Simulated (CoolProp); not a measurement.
Values from CoolProp's reference Helmholtz-energy equation of state, Zhou 2016.

Question: Give the vapour pressure (kPa), liquid density (kg/m³), vapour density (kg/m³), enthalpy of vaporisation (kJ/kg) of saturated R245ca at 260.4, 286.2 K.

Answer: 
```json
[
 {"T (K)": "260.4", "p (kPa)": "17.8", "liquid density (kg/m³)": "1480", "vapour density (kg/m³)": "1.11", "enthalpy of vaporisation (kJ/kg)": "225"},
 {"T (K)": "286.2", "p (kPa)": "61.7", "liquid density (kg/m³)": "1420", "vapour density (kg/m³)": "3.57", "enthalpy of vaporisation (kJ/kg)": "211"}
]
```
